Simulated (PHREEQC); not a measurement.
A solution holds 0.0012 mol/kgw Al2(SO4)3, 0.0047 mol/kgw ZnCl2 and 0.0046 mol/kgw HCl, at 92 °C. Closed to the air; pH follows from the charge balance.

The numbers come from PHREEQC with the ion-association model, phreeqc.dat.

```json
[
 {"quantity": "pH", "before": "2.50", "after": "3.29"},
 {"quantity": "ionic strength (mol/kgw)", "before": "0.0243", "after": "0.00287"},
 {"quantity": "Cl- (mol/kgw)", "before": "0.0132", "after": "0.00139"},
 {"quantity": "Zn+2 (mol/kgw)", "before": "0.00362", "after": "0.000435"},
 {"quantity": "AlSO4+ (mol/kgw)", "before": "0.00117", "after": "5.82e-5"},
 {"quantity": "Al+3 (mol/kgw)", "before": "0.00111", "after": "8.53e-5"},
 {"quantity": "SI of Gibbsite (Al(OH)3)", "before": "-1.05", "after": "+0.52"}
]
```

Q: Which change was made?
A. HCl left out
B. ZnCl2 from 0.0047 to 0.0235 mol/kgw
C. diluted 10-fold with water
D. ZnCl2 from 0.0047 to 0.00517 mol/kgw

A: C, diluted 10-fold with water

This is a speciation only: nothing precipitates in the calculation. Some of these states are supersaturated (in Gibbsite (slow to form), for instance). Away from 25 °C the constants follow the database's enthalpies or fits; those with neither stay at their 25 °C values.
